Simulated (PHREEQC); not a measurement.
**Spent oxide etchant: an equilibrium model**

Solution (25 °C): 59 mmol/kgw HF, 0.26 mmol/kgw (NH4)2SiF6, 0.54 mmol/kgw H3AsO4 and 0.48 mmol/kgw HCl. Closed to the air; pH follows from the charge balance.

All values are PHREEQC results (ion-association model, wateq4f.dat), not measurements.

Each row changes one thing in this solution. No solid was allowed to form.

| case | pH | ionic strength (mol/kgw) | HF (mol/kgw) | F- (mol/kgw) | H2F2 (mol/kgw) | HF2- (mol/kgw) | SI of Quartz (SiO2) |
|---|---|---|---|---|---|---|---|
| as made | 2.21 | 0.00744 | 0.0427 | 0.00509 | 0.00476 | 0.000836 | -7.09 |
| H3AsO4 left out | 2.22 | 0.00730 | 0.0426 | 0.00519 | 0.00474 | 0.000850 | -7.11 |
| temperature from 25 to 85 °C | 2.40 | 0.00512 | 0.0534 | 0.00295 | 0.000685 | 0.000664 | [?] |
| (NH4)2SiF6 from 0.00026 to 0.0026 mol/kgw | 2.21 | 0.0146 | 0.0426 | 0.00524 | 0.00474 | 0.000859 | [?] |
| temperature from 25 to 20 °C | [?] | 0.00760 | 0.0414 | 0.00527 | 0.00535 | 0.000805 | [?] |

**Question.** Fill in the missing entries.

**Answer.** 
- temperature from 25 to 85 °C, SI of Quartz (SiO2): -3.67
- (NH4)2SiF6 from 0.00026 to 0.0026 mol/kgw, SI of Quartz (SiO2): -6.14
- temperature from 25 to 20 °C, pH: 2.20
- temperature from 25 to 20 °C, SI of Quartz (SiO2): -7.35

Complexes and solids missing from the database can't appear. wateq4f.dat counts part of the HF as a dimer, H2F2, which phreeqc.dat doesn't know; its constant is uncertain. Constants without temperature data keep their 25 °C values here. SiF6-2 is the database's only silicon fluoride.
